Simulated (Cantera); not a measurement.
# Thermodynamics of fluorocarbon and chlorocarbon gases, feed C2F6 + H2

Charge: 1 mol C2F6, a varied amount of H2, held at 2123 K and 2600 Pa.

These are equilibrium values from Cantera (NASA tables, ideal gas, pure condensed phases), not measurements of a reactor. Candidate condensed phases: C, C6H6, C7H8, C8H18; 95 gas species. The feed counts by its element totals alone. The tables' values for C2F4 are old estimates; treat these amounts as uncertain. Gases not in the tables: C2F6 and larger saturated fluorocarbons. Kinetics and transport are ignored.

| n(H2) (mol) | x HF | x CF4 | x CF2 | x F | x CF3 | n C(graphite) |
|---|---|---|---|---|---|---|
| 0.095 | 0.102 | 0.688 | 0.149 | 0.0480 | 0.0119 | 0.425 |
| 0.26 | 0.246 | 0.562 | 0.135 | 0.0456 | 0.0103 | 0.505 |
| 0.43 | 0.362 | 0.463 | 0.123 | 0.0434 | 0.00887 | 0.589 |
| 0.6 | 0.455 | 0.383 | 0.112 | 0.0414 | 0.00770 | 0.675 |
| 0.76 | 0.528 | 0.323 | 0.102 | 0.0397 | 0.00677 | 0.756 |
| 0.93 | 0.593 | 0.269 | 0.0935 | 0.0379 | 0.00591 | 0.843 |
| 1.1 | 0.649 | 0.224 | 0.0853 | 0.0362 | 0.00515 | 0.931 |
| 1.3 | 0.704 | 0.180 | 0.0765 | 0.0343 | 0.00437 | 1.04 |
| 1.4 | 0.729 | 0.161 | 0.0722 | 0.0334 | 0.00401 | 1.09 |
| 1.6 | 0.774 | 0.127 | 0.0642 | 0.0314 | 0.00336 | 1.20 |
| 1.8 | 0.813 | 0.0979 | 0.0564 | 0.0295 | 0.00277 | 1.30 |
x: gas mole fraction; n: condensed amount in mol.

From 0.095 mol H2 to 1.8 mol H2 the condensed part is C(graphite). The main C-bearing gas is CF4 throughout. The share of C in condensed phases is highest at 1.8 mol H2 (65.2 %) and lowest at 0.095 mol H2 (21.3 %).
